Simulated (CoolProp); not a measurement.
Saturation properties of n-dodecane (Tc = 658.1 K, pc = 1818 kPa, ω = 0.574).

Values from CoolProp's reference Helmholtz-energy equation of state, Lemmon 2004. It is a short technical equation, of lower accuracy than the large ones.

| T (K) | p (kPa) | vapour density (kg/m³) | surface tension (mN/m) | vapour viscosity (µPa s) |
|---|---|---|---|---|
| 350.6 | 0.6377 | 0.03732 | 20.3 | 5.23 |
| 367.8 | 1.566 | 0.08750 | 18.9 | 5.50 |
| 385 | 3.475 | 0.1860 | 17.5 | 5.78 |
| 402.2 | 7.076 | 0.3641 | 16.2 | 6.05 |
| 419.4 | 13.38 | 0.6646 | 14.9 | 6.33 |
| 436.6 | 23.75 | 1.143 | 13.6 | 6.60 |
| 453.8 | 39.91 | 1.871 | 12.3 | 6.86 |
| 471 | 63.96 | 2.934 | 11.1 | 7.13 |
| 488.3 | 98.60 | 4.452 | 9.89 | 7.39 |
| 505.5 | 146.3 | 6.544 | 8.72 | 7.66 |

It boils at 489.4 K under 1 atm.

Viscosity comes from a separate model (Huber 2004). Surface tension comes from a separate correlation (Mulero 2012).
